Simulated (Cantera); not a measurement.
What does this Cantera script print?

```python
import numpy as np
import cantera as ct

gas_names = """
    CL CL2 H HCL H2 N NH NH2 NH3 N2 N2H2 N2H4 Si SiCL SiCL2 SiCL3 SiCL4 SiH SiHCL3 SiH2 SiH2CL2 SiH3
    SiH3CL SiH4 SiN Si2 Si2N Si3
""".split()
cond_names = """
    NH4CL(a) NH4CL(b) Si(cr) Si(L) Si3N4(a)
""".split()


# ... load() reads the species with a 1 bar reference pressure and builds the phases ...
atoms = {
    'SiCl4': {'Si': 1, 'CL': 4},
    'NH3': {'N': 1, 'H': 3},
    'N2': {'N': 2},
}
top_T = {'Si3N4(a)': 2400}  # K; cautious upper limits of use, not melting points


# ... equilibrate(T, P, feed) seeds the gas with the atoms and calls Mixture.equilibrate('TP', solver="vcs", rtol=1e-11, max_steps=5000) ...
results = []
T = 1875  # K
P = 8300  # Pa
for m in [1, 2.7, 4.4, 6, 7.7, 9.4, 11, 13, 14]:
    feed = {'SiCl4': 1, 'NH3': m, 'N2': 54}  # mol
    mix = equilibrate(T, P, feed)
    results.append((T, P, feed, dict(zip(mix.species_names, mix.species_moles))))
    x = sorted(zip(gas.X, gas.species_names), reverse=True)
    print(f"T = {T:g} K  P = {P:g} Pa  n(NH3) = {m:g} mol  gas = {mix.phase_moles(0):.4g} mol")
    print("   x: " + "  ".join(f"{s} {v:.3e}" for v, s in x if v > 1e-05))
    print("   condensed (mol): " + ("  ".join(f"{mix.phase(i).name} {mix.phase_moles(i):.4g}"
          for i in range(1, mix.n_phases) if mix.phase_moles(i) > 1e-12) or "none"))
```

Result:

```
T = 1875 K  P = 8300 Pa  n(NH3) = 1 mol  gas = 58.01 mol
   x: N2 9.396e-01  HCL 3.325e-02  SiCL2 1.656e-02  H2 9.127e-03  SiCL3 6.110e-04  CL 5.995e-04  H 2.174e-04  SiCL4 3.176e-05  SiCL 3.023e-05
   condensed (mol): none
T = 1875 K  P = 8300 Pa  n(NH3) = 2.7 mol  gas = 61.42 mol
   x: N2 9.012e-01  H2 4.958e-02  HCL 3.220e-02  SiCL2 1.592e-02  H 5.066e-04  CL 2.492e-04  SiCL3 2.442e-04  SiCL 6.995e-05  Si 2.973e-05
   condensed (mol): none
T = 1875 K  P = 8300 Pa  n(NH3) = 4.4 mol  gas = 64.83 mol
   x: N2 8.669e-01  H2 8.610e-02  HCL 3.073e-02  SiCL2 1.509e-02  H 6.676e-04  CL 1.805e-04  SiCL3 1.676e-04  SiCL 9.153e-05  Si 5.371e-05
   condensed (mol): none
T = 1875 K  P = 8300 Pa  n(NH3) = 6 mol  gas = 67.98 mol
   x: N2 8.377e-01  H2 1.162e-01  HCL 3.164e-02  SiCL2 1.327e-02  H 7.755e-04  CL 1.599e-04  SiCL3 1.306e-04  SiCL 9.086e-05  Si 6.017e-05
   condensed (mol): Si3N4(a) 0.02553
T = 1875 K  P = 8300 Pa  n(NH3) = 7.7 mol  gas = 71.33 mol
   x: N2 8.095e-01  H2 1.452e-01  HCL 3.254e-02  SiCL2 1.149e-02  H 8.670e-04  CL 1.471e-04  SiCL3 1.040e-04  SiCL 8.551e-05  Si 6.156e-05
   condensed (mol): Si3N4(a) 0.05342
T = 1875 K  P = 8300 Pa  n(NH3) = 9.4 mol  gas = 74.7 mol
   x: N2 7.838e-01  H2 1.719e-01  HCL 3.285e-02  SiCL2 1.011e-02  H 9.432e-04  CL 1.365e-04  SiCL3 8.495e-05  SiCL 8.108e-05  Si 6.289e-05
   condensed (mol): Si3N4(a) 0.07512
T = 1875 K  P = 8300 Pa  n(NH3) = 11 mol  gas = 77.87 mol
   x: N2 7.618e-01  H2 1.950e-01  HCL 3.281e-02  SiCL2 9.064e-03  H 1.005e-03  CL 1.280e-04  SiCL 7.750e-05  SiCL3 7.143e-05  Si 6.410e-05
   condensed (mol): Si3N4(a) 0.0917
T = 1875 K  P = 8300 Pa  n(NH3) = 13 mol  gas = 81.84 mol
   x: N2 7.366e-01  H2 2.215e-01  HCL 3.250e-02  SiCL2 8.003e-03  H 1.071e-03  CL 1.190e-04  SiCL 7.364e-05  Si 6.556e-05  SiCL3 5.860e-05
   condensed (mol): Si3N4(a) 0.1087
T = 1875 K  P = 8300 Pa  n(NH3) = 14 mol  gas = 83.83 mol
   x: N2 7.249e-01  H2 2.338e-01  HCL 3.226e-02  SiCL2 7.552e-03  H 1.100e-03  CL 1.149e-04  SiCL 7.192e-05  Si 6.626e-05  SiCL3 5.343e-05
   condensed (mol): Si3N4(a) 0.116
```

Cantera equilibrium calculation (NASA polynomials, part measured and part estimated; ideal gas, pure solids and liquids). The tables' values for SiCl3, SiCl are old estimates; treat these amounts as uncertain.
